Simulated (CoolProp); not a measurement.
Vapour-liquid equilibrium of trans-2-butene (1) + acetone (2) at 351.1 K; x and y are mole fractions of (1).

Values from CoolProp's multi-fluid Helmholtz-energy mixture model, Lemmon 2005 and Lemmon 2006; pair parameters Bell 2016.

| x | bubble pressure, mixture model (MPa) | bubble pressure, Raoult's law (MPa) | y, mixture model | y, Raoult's law |
|---|---|---|---|---|
| 0.05 | 0.2884 | 0.2403 | 0.311 | 0.198 |
| 0.2 | 0.4986 | 0.3523 | 0.634 | 0.539 |
| 0.35 | 0.6420 | 0.4643 | 0.743 | 0.716 |
| 0.5 | 0.7382 | 0.5763 | 0.800 | 0.824 |
| 0.65 | 0.8101 | 0.6884 | 0.845 | 0.897 |
| 0.8 | 0.8737 | 0.8004 | 0.894 | 0.949 |
| 0.95 | 0.9329 | 0.9124 | 0.966 | 0.989 |

The largest gap from Raoult's law is +41.5 % in bubble pressure, at x = 0.2. No azeotrope shows between x = 0.05 and 0.95.

The pair parameters rest on a limited set of measurements; away from them the model extrapolates.
